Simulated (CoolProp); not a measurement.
20 sccm (0 °C, 1 atm) of nitrogen bubbles through liquid hexamethyldisiloxane (MM) at 300.5 K and leaves saturated at a total pressure of 0.15 MPa (ideal gas phase). Each further row changes one setting.

Model: reference Helmholtz-energy equation of state, Thol 2016, in CoolProp.

```tsv
case	vapour pressure (kPa)	mole fraction of vapour	delivery (mg/min)	delivery (sccm)	change of delivery for a bath 1 K warmer (%)
as stated	6.27	0.0418	6.33	0.873	5.3
bath temperature 305.5 K	8.00	0.0534	8.17	1.13	5.2
total pressure 0.3 MPa	6.27	0.0209	3.10	0.427	5.2
```
